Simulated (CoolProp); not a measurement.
Vapour-liquid equilibrium of CHF3 (R23) (1) + R134a (2) at -3.15 °C; x and y are mole fractions of (1).

Model: multi-fluid Helmholtz-energy mixture model, Penoncello 2003 and Tillner-Roth 1994; pair parameters Bell 2016, in CoolProp.

| x | bubble pressure, mixture model (bar) | bubble pressure, Raoult's law (bar) | y, mixture model | y, Raoult's law |
|---|---|---|---|---|
| 0.05 | 3.413 | 3.622 | 0.254 | 0.316 |
| 0.15 | 5.051 | 5.650 | 0.526 | 0.608 |
| 0.25 | 6.745 | 7.678 | 0.670 | 0.745 |
| 0.35 | 8.511 | 9.706 | 0.761 | 0.825 |
| 0.45 | 10.36 | 11.73 | 0.824 | 0.878 |
| 0.55 | 12.32 | 13.76 | 0.871 | 0.915 |
| 0.65 | 14.38 | 15.79 | 0.907 | 0.942 |
| 0.75 | 16.58 | 17.82 | 0.938 | 0.963 |
| 0.85 | 18.93 | 19.85 | 0.964 | 0.980 |
| 0.95 | 21.49 | 21.87 | 0.988 | 0.994 |

The largest gap from Raoult's law is -12.3 % in bubble pressure, at x = 0.35. No azeotrope shows between x = 0.05 and 0.95.

The pair parameters rest on a limited set of measurements; away from them the model extrapolates.
